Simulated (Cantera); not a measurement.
# Thermodynamics of carbothermic reduction, feed TiO₂ + CO

Input: 1 mol TiO₂, 9.6 mol CO, at 898.15 K.

These are equilibrium values from Cantera (NASA tables, ideal gas, pure condensed phases), not measurements of a reactor. Candidate condensed phases: C, Ti, TiC, TiO, TiO₂, Ti₂O₃, Ti₃O₅, Ti₄O₇; 15 gas species. Equilibrium is a limit: real reactors are often held back by kinetics, nucleation or transport.

From 0.0750 Torr to 7500 Torr the condensed part is C(graphite) + TiO₂(rutile).

```tsv
P (Pa)	x CO	x CO₂	n C(graphite)	n TiO₂(rutile)
10	0.999	0.000585	0.00561	1.00
100	0.994	0.00579	0.0552	1.00
1000	0.947	0.0525	0.479	1.00
10000	0.707	0.293	2.17	1.00
100000	0.337	0.663	3.83	1.00
1000000	0.122	0.878	4.49	1.00
```
x: gas mole fraction; n: condensed amount in mol.
